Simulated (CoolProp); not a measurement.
Computed with CoolProp (reference Helmholtz-energy equation of state, Thol 2018).

Problem. For hydrogen chloride, give the phase and the cp (kJ/(kg K)), isothermal compressibility (1/MPa), expansivity (1/kK) at 345.05 °C and 5.67 MPa.

Solution. 
- 345.05 °C and 5.67 MPa: gas; cp 0.865, isothermal compressibility 0.180, expansivity 1.82
